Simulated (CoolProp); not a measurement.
A Linde-Hampson liquefier for carbon monoxide: isothermal reversible compression at 230 K from 1 atm to 15 MPa, throttling to 1 atm, return gas leaving the recuperator 0 K below the feed. Each further row changes one setting.

Model: reference Helmholtz-energy equation of state, Lemmon 2006, in CoolProp. It is a short technical equation, of lower accuracy than the large ones.

| case | liquid yield per pass | compression work (kJ/kg of gas) |
|---|---|---|
| as stated | [?] | 330 |
| high pressure 30 MPa | [?] | [?] |
| warm-end temperature 260 K | 0.107 | [?] |
| warm-end gap 5 K | 0.140 | 330 |

Question: Some entries are withheld; supply them.

Answer: 
- as stated, liquid yield per pass: 0.152
- high pressure 30 MPa, liquid yield per pass: 0.205
- high pressure 30 MPa, compression work (kJ/kg of gas): 376
- warm-end temperature 260 K, compression work (kJ/kg of gas): 379
